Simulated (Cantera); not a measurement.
Feed: 1 mol CH3Cl, at 698 Torr.

Method: chemical equilibrium by Gibbs-energy minimisation in Cantera with the NASA 1993 tables (ideal gas, pure condensed phases). Candidate condensed phases: C, C6H6, C7H8, C8H18; 91 gas species. Rates play no part.

log p: log10 of the partial pressure in bar; n: condensed amount in mol.

```tsv
T (K)	log p H2	log p HCl	log p H	log p Cl	log p C2H2 (acetylene)	log p C2HCl	n C(graphite)
2198	-0.34	-0.34	-2.42	-2.56	-2.93	-5.12	0.995
2273	-0.34	-0.34	[?]	[?]	[?]	[?]	0.992
2348	-0.34	-0.34	-2.08	-2.22	-2.60	-4.66	0.989
2423	-0.34	-0.35	-1.92	-2.07	-2.45	-4.45	0.984
2498	-0.35	-0.35	[?]	[?]	[?]	[?]	0.978
2573	-0.35	-0.36	-1.64	-1.80	-2.19	-4.08	0.970
2648	-0.36	-0.37	-1.51	-1.68	-2.07	-3.92	0.961
```

Problem. What belongs in the gaps?

Solution. 
- 2498, log p H: -1.78
- 2498, log p Cl: -1.93
- 2498, log p C2H2 (acetylene): -2.32
- 2498, log p C2HCl: -4.26
- 2273, log p H: -2.24
- 2273, log p Cl: -2.39
- 2273, log p C2H2 (acetylene): -2.76
- 2273, log p C2HCl: -4.88
